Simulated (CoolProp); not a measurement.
Vapour-liquid equilibrium of benzene (1) + n-decane (2) at 373 K; x and y are mole fractions of (1).

Values from CoolProp's multi-fluid Helmholtz-energy mixture model, Thol 2012 and Lemmon 2006; pair parameters Bell 2016.

Task: Give the bubble pressure and the first vapour's composition at x = 0.35, 0.5, 0.65. Is there an azeotrope?

Result: x = 0.35: 0.7346 bar, y = 0.911; x = 0.5: 0.9863 bar, y = 0.947; x = 0.65: 1.223 bar, y = 0.968. No azeotrope shows between x = 0.05 and 0.95.

The pair parameters rest on a limited set of measurements; away from them the model extrapolates.
